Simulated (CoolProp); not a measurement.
A closed Brayton cycle with carbon dioxide: compressor inlet 320.15 K and 9.2 MPa, high pressure 22.4 MPa, turbine inlet 910 K, compressor efficiency 0.89, turbine efficiency 0.9, recuperator effectiveness 0.8 (on enthalpy, no pinch check). Each further row changes one setting.

The numbers come from the reference Helmholtz-energy equation of state, Span 1996 in CoolProp.

```json
[
 {"case": "as stated", "thermal efficiency (%)": "___", "net work (kJ/kg)": "96.9", "compressor to turbine work": "0.26", "compressor exit (K)": "379.7", "turbine exit (K)": "796.2"},
 {"case": "turbine inlet 860 K", "thermal efficiency (%)": "___", "net work (kJ/kg)": "___", "compressor to turbine work": "0.28", "compressor exit (K)": "379.7", "turbine exit (K)": "___"},
 {"case": "compressor inlet 330.15 K", "thermal efficiency (%)": "29.7", "net work (kJ/kg)": "88.8", "compressor to turbine work": "0.32", "compressor exit (K)": "___", "turbine exit (K)": "796.2"},
 {"case": "high pressure 19 MPa", "thermal efficiency (%)": "27.4", "net work (kJ/kg)": "___", "compressor to turbine work": "___", "compressor exit (K)": "368.5", "turbine exit (K)": "816.7"},
 {"case": "recuperator effectiveness 0.5", "thermal efficiency (%)": "___", "net work (kJ/kg)": "96.9", "compressor to turbine work": "0.26", "compressor exit (K)": "379.7", "turbine exit (K)": "796.2"}
]
```

What belongs in the gaps?


- as stated, thermal efficiency (%): 30.2
- turbine inlet 860 K, thermal efficiency (%): 29.5
- turbine inlet 860 K, net work (kJ/kg): 89.0
- turbine inlet 860 K, turbine exit (K): 750.2
- compressor inlet 330.15 K, compressor exit (K): 401.6
- high pressure 19 MPa, net work (kJ/kg): 81.6
- high pressure 19 MPa, compressor to turbine work: 0.25
- recuperator effectiveness 0.5, thermal efficiency (%): 20.7
